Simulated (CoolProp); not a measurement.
A single-stage vapour-compression cycle with trans-2-butene: evaporating at 255.15 K (dew point), condensing at 292.15 K (bubble point), superheat 2 K, subcooling 8 K, compressor efficiency 0.7, no pressure losses. Each further row changes one setting.

Model: reference Helmholtz-energy equation of state, Lemmon 2005, in CoolProp. It is a short technical equation, of lower accuracy than the large ones.

```
case                              cooling COP  pressure ratio  discharge temperature (K)  refrigerating effect (kJ/kg)  volumetric capacity (kJ/m³)
--------------------------------  -----------  --------------  -------------------------  ----------------------------  ---------------------------
as stated                                4.48            4.16                      313.4                           361                          450
evaporating temperature 260.15 K         5.37               ?                      310.1                             ?                          562
condensing temperature 287.15 K             ?               ?                          ?                           372                          464
subcooling 13 K                          4.62            4.16                      313.4                           372                          464
superheat 12 K                           4.48            4.16                          ?                           376                          449
compressor efficiency 0.6                3.84            4.16                          ?                           361                          450
```

Problem. Fill in the missing entries.

Solution. 
- evaporating temperature 260.15 K, pressure ratio: 3.34
- evaporating temperature 260.15 K, refrigerating effect (kJ/kg): 367
- condensing temperature 287.15 K, cooling COP: 5.28
- condensing temperature 287.15 K, pressure ratio: 3.52
- condensing temperature 287.15 K, discharge temperature (K): 306.7
- superheat 12 K, discharge temperature (K): 324.0
- compressor efficiency 0.6, discharge temperature (K): 321.3
